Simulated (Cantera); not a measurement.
Si + SF6 + F2 (silicon etching in halogen gases)

Feed: 1 mol Si, 2.1 mol SF6, 9.1 mol F2, held at 202 °C and 0.133 bar.

Cantera equilibrium calculation (NASA polynomials, part measured and part estimated; ideal gas, pure solids and liquids). Candidate condensed phases: S, Si; 21 gas species. Equilibrium is a limit: real reactors are often held back by kinetics, nucleation or transport.

```
Property                             Result
--------------------------------  ---------
x(F2)                                 0.696
x(SF6)                                0.206
x(SiF4)                              0.0980
x(F)                                4.53e-6
gas amount                        10.20 mol
log10 activity of S(l) (absent)     -114.32
log10 activity of Si(s) (absent)    -169.98
```
